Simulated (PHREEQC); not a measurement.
A solution holds 0.19 mol/kgw HCl and 0.000215 mol/kgw MnSO4, at 75 °C. Closed to the air; pH follows from the charge balance.

Equilibrium calculation in PHREEQC: ion-association model, phreeqc.dat.

No solid was allowed to form.

Question: Estimate the pH.

Answer: pH 0.83.

Question: In which forms is Mn present?

Answer: Mn+2 81 %, MnCl+ 18 %, MnCl2 0.7 % of the Mn.

Species that the database lacks are ignored. Away from 25 °C the constants follow the database's enthalpies or fits; those with neither stay at their 25 °C values.
